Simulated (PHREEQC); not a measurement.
A solution holds 0.081 mol/kgw KOH, 4.9e-06 mol/kgw CO2 and 0.27 mol/kgw K3PO4, at 20 °C. Closed to the air; pH follows from the charge balance.

Computed with PHREEQC (ion-association model, phreeqc.dat).

Each row changes one thing in this solution. Precipitation was switched off in this run.

```tsv
case	pH	ionic strength (mol/kgw)	PO4-3 (mol/kgw)	HPO4-2 (mol/kgw)	KHPO4- (mol/kgw)	HCO3- (mol/kgw)
as made	12.85	1.69	0.265	0.00417	0.000955	4.19e-9
diluted 100-fold with water	11.58	0.0127	0.000583	…	2.31e-5	2.11e-9
temperature from 20 to 50 °C	11.99	1.66	0.253	0.0142	0.00297	1.79e-8
CO2 from 4.9e-06 to 9.8e-06 mol/kgw	12.85	1.69	0.265	0.00417	0.000955	8.39e-9
KOH left out	12.23	1.57	0.249	0.0170	0.00361	1.76e-8
0.19 mol/kgw NaHCO3 added	11.32	…	0.163	0.0843	0.0188	0.00414
CO2 replaced by (NH4)2CO3 at the same molality	12.85	1.69	0.265	0.00417	0.000955	4.19e-9
temperature from 20 to 35 °C	12.38	1.68	0.260	0.00835	0.00183	8.96e-9
CO2 from 4.9e-06 to 9.8e-07 mol/kgw	12.85	1.69	0.265	0.00417	0.000955	8.39e-10
```

**Question.** What belongs in the gaps?

**Answer.** 
- diluted 100-fold with water, HPO4-2 (mol/kgw): 0.00209
- 0.19 mol/kgw NaHCO3 added, ionic strength (mol/kgw): 1.74

The ionic strength passes 0.7 mol/kgw, the rough limit of the ion-association models, in as made; temperature from 20 to 50 °C; CO2 from 4.9e-06 to 9.8e-06 mol/kgw; KOH left out; 0.19 mol/kgw NaHCO3 added; CO2 replaced by (NH4)2CO3 at the same molality; temperature from 20 to 35 °C; CO2 from 4.9e-06 to 9.8e-07 mol/kgw. Species that the database lacks are ignored. Away from 25 °C the constants follow the database's enthalpies or fits; those with neither stay at their 25 °C values.
